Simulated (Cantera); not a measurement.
An adiabatic, constant-volume homogeneous reactor starts with CO : H2 : O2 : N2 : H2O = 1 : 0.056 : 0.251 : 3.02 : 0.0072 (molar parts), equivalence ratio 2.1, at 1050 K and 0.950 bar.

Detailed kinetics in Cantera: GRI-Mech 3.0 (53 species, 325 reactions).

One state of this run: T (K) = 2191; P (bar) = 1.87; x CO = 0.133; x H2 = 0.00283; x O2 = 1.23e-5; x CO2 = 0.112; x O = 6.57e-6. x: mole fraction; the columns are a selection and need not sum to one.

**Question.** Which value of t (s) does it belong to?
(A) 0.0582
(B) 3.00e-6
(C) 0.000845
(D) 0.00346

**Answer.** A, 0.0582
